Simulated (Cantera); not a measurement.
Input (Python, Cantera):

```python
import numpy as np
import cantera as ct

gas = ct.Solution("gri30.yaml")
gas.TPX = 2400, 36000, {'CH4': 0.029, 'H2': 1, 'H': 0.0058}
reactor = ct.IdealGasConstPressureReactor(gas, energy="off", clone=False)
net = ct.ReactorNet([reactor])
net.rtol, net.atol = 1e-08, 1e-18
show = ['CH4', 'H2', 'H', 'CH2', 'CH3']
times = np.geomspace(5e-05, 10, 13)

steps = ct.SolutionArray(gas, extra=["t"])
rows = []
print(f"{'t/s':>10s}{'T/K':>9s}{'P/Pa':>11s}" + "".join(f"{s:>11s}" for s in show))
for t in times:
    while net.time < t:
        t_next = net.step()
        steps.append(gas.state, t=t_next)
    rows.append([np.interp(t, steps.t, y) for y in (steps.T, steps.P, *steps(*show).X.T)])
    print(f"{t:10.3e}{rows[-1][0]:9.1f}{rows[-1][1]:11.4g}" + "".join(f"{x:11.3e}" for x in rows[-1][2:]))
rate = np.gradient(steps.T, steps.t)
print("integrator steps:", len(steps.t))
if steps.T.max() > steps.T[0] + 200:
    print(f"time of steepest temperature rise: {steps.t[rate.argmax()]:.4e} s")
gas.TPX = 2400, 36000, {'CH4': 0.029, 'H2': 1, 'H': 0.0058}
gas.equilibrate("TP")
print(f"equilibrium (TP): T = {gas.T:.1f} K  " + "  ".join(f"{s} {gas[s].X[0]:.3e}" for s in show))
```

It prints:

```
       t/s      T/K       P/Pa        CH4         H2          H        CH2        CH3
 5.000e-05   2400.0    3.6e+04  1.853e-02  9.601e-01  1.425e-02  8.263e-05  5.014e-03
 1.383e-04   2400.0    3.6e+04  9.946e-03  9.609e-01  1.859e-02  8.140e-05  3.507e-03
 3.824e-04   2400.0    3.6e+04  3.288e-03  9.626e-01  2.147e-02  4.166e-05  1.340e-03
 1.057e-03   2400.0    3.6e+04  8.741e-04  9.618e-01  2.400e-02  1.501e-05  3.988e-04
 2.924e-03   2400.0    3.6e+04  2.513e-04  9.607e-01  2.559e-02  5.046e-06  1.223e-04
 8.086e-03   2400.0    3.6e+04  1.035e-04  9.603e-01  2.613e-02  2.187e-06  5.145e-05
 2.236e-02   2400.0    3.6e+04  8.297e-05  9.603e-01  2.617e-02  1.763e-06  4.133e-05
 6.184e-02   2400.0    3.6e+04  8.271e-05  9.603e-01  2.617e-02  1.758e-06  4.120e-05
 1.710e-01   2400.0    3.6e+04  8.271e-05  9.603e-01  2.617e-02  1.758e-06  4.120e-05
 4.729e-01   2400.0    3.6e+04  8.271e-05  9.603e-01  2.617e-02  1.758e-06  4.120e-05
 1.308e+00   2400.0    3.6e+04  8.271e-05  9.603e-01  2.617e-02  1.758e-06  4.120e-05
 3.616e+00   2400.0    3.6e+04  8.271e-05  9.603e-01  2.617e-02  1.758e-06  4.120e-05
 1.000e+01   2400.0    3.6e+04  8.271e-05  9.603e-01  2.617e-02  1.758e-06  4.120e-05
integrator steps: 1071
equilibrium (TP): T = 2400.0 K  CH4 8.319e-05  H2 9.603e-01  H 2.617e-02  CH2 1.768e-06  CH3 4.145e-05
```

Cantera simulation using GRI-Mech 3.0 (53 species, 325 reactions); the numbers are that mechanism's predictions, not measurements. GRI-Mech 3.0 stops at C3 and has no aromatics, soot or wall deposition, so with more carbon than oxygen in the feed, carbon stays in small species such as C2H2 where larger ones or solid carbon would form.
